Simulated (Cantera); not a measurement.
# Catalytic combustion on Pt

An isothermal plug-flow reactor at 973 K and 518 Torr (inlet), inlet velocity 1.1 m/s, active area per volume 520 1/m; feed CO : O2 : N2 : H2O = 0.0081 : 0.15 : 0.79 : 0.059 (molar parts).

Computed with Cantera and Deutschmann's 1995 Pt surface mechanism with GRI-Mech 3.0 gas chemistry. Catalytic surfaces can have several steady states; this one follows from the mechanism file's or the stated starting coverage. Mass transfer to the wall is taken as infinitely fast.

```json
[
 {"z (m)": "0.00032", "x CO": "0.00109", "x O2": "0.146", "x H2O": "0.0588", "x CO2": "0.00698", "θ free Pt": "0.175", "θ O*": "0.821", "θ OH*": "0.00379"},
 {"z (m)": "0.00061", "x CO": "0.000277", "x O2": "0.146", "x H2O": "0.0588", "x CO2": "0.00780", "θ free Pt": "0.170", "θ O*": "0.826", "θ OH*": "0.00374"},
 {"z (m)": "0.0012", "x CO": "1.88e-5", "x O2": "0.146", "x H2O": "0.0588", "x CO2": "0.00806", "θ free Pt": "0.168", "θ O*": "0.828", "θ OH*": "0.00373"},
 {"z (m)": "0.0023", "x CO": "1.30e-7", "x O2": "0.146", "x H2O": "0.0588", "x CO2": "0.00808", "θ free Pt": "0.168", "θ O*": "0.828", "θ OH*": "0.00373"},
 {"z (m)": "0.0044", "x CO": "9.66e-12", "x O2": "0.146", "x H2O": "0.0588", "x CO2": "0.00808", "θ free Pt": "0.168", "θ O*": "0.828", "θ OH*": "0.00373"},
 {"z (m)": "0.0085", "x CO": "<1e-12", "x O2": "0.146", "x H2O": "0.0588", "x CO2": "0.00808", "θ free Pt": "0.168", "θ O*": "0.828", "θ OH*": "0.00373"},
 {"z (m)": "0.016", "x CO": "<1e-12", "x O2": "0.146", "x H2O": "0.0588", "x CO2": "0.00808", "θ free Pt": "0.168", "θ O*": "0.828", "θ OH*": "0.00373"},
 {"z (m)": "0.032", "x CO": "<1e-12", "x O2": "0.146", "x H2O": "0.0588", "x CO2": "0.00808", "θ free Pt": "0.168", "θ O*": "0.828", "θ OH*": "0.00373"}
]
```
x: gas mole fraction; θ: surface coverage.
